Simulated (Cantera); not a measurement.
Charge: 1 mol MgCO3, 0.23 mol O2, equilibrated at 825 K and 1 atm.

Cantera equilibrium calculation (NASA polynomials, part measured and part estimated; ideal gas, pure solids and liquids). Candidate condensed phases: C, Mg, MgCO3, MgO; 15 gas species. The numbers say what is thermodynamically allowed, not how fast it happens.

Base state: CO2 0.813, O2 0.187 (mole fractions); condensed: MgO(s).

Task: What changes in the equilibrium state with this change: MgCO3 replaced by CaCO3?

Result: 
| species | before | after |
|---|---|---|
| O2 | 0.187 | 0.999 |
| CO2 | 0.813 | 0.000675 |
| MgO(s), mol | 1.00 | 0 |
| CaCO3(calcite), mol | 0 | 1.000 |
| CaO(s), mol | 0 | 0.000155 |
Further candidate phases: Ca, CaCO3, CaO.
